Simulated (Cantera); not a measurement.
Charge: 1 mol PbS, 5.4 mol H2, 39 mol N2, at 775 K and 40000 Pa.

Equilibrium computed with Cantera from the NASA thermochemical tables; the gas is ideal and each condensed phase is pure. Candidate condensed phases: Pb, PbS, S; 18 gas species. Rates play no part.

Base state: N2 0.878, H2 0.121, H2S 0.000155, NH3 6.15e-5 (mole fractions); condensed: Pb(l) + PbS(s).

What changes in the equilibrium state with this change: temperature from 775 K to 1748 K?


```json
[
 {"species": "N2", "before": "0.878", "after": "0.857"},
 {"species": "H2", "before": "0.121", "after": "0.114"},
 {"species": "PbS", "before": "9.74e-8", "after": "0.0133"},
 {"species": "Pb", "before": "6.22e-8", "after": "0.00872"},
 {"species": "S2", "before": "<1e-9", "after": "0.00198"},
 {"species": "SH", "before": "<1e-9", "after": "0.000566"},
 {"species": "H", "before": "<1e-9", "after": "0.000122"},
 {"species": "S", "before": "<1e-9", "after": "3.39e-5"},
 {"species": "NH3", "before": "6.15e-5", "after": "4.66e-7"},
 {"species": "Pb(l), mol", "before": "0.00687", "after": "0"},
 {"species": "PbS(s), mol", "before": "0.993", "after": "0"}
]
```

What changes in the equilibrium state with this change: temperature from 775 K to 948.15 K?


| species | before | after |
|---|---|---|
| N2 | 0.878 | 0.878 |
| H2 | 0.121 | 0.120 |
| H2S | 0.000155 | 0.00129 |
| PbS | 9.74e-8 | 5.18e-5 |
| Pb | 6.22e-8 | 1.20e-5 |
| NH3 | 6.15e-5 | 1.31e-5 |
| Pb(l), mol | 0.00687 | 0.0565 |
| PbS(s), mol | 0.993 | 0.941 |
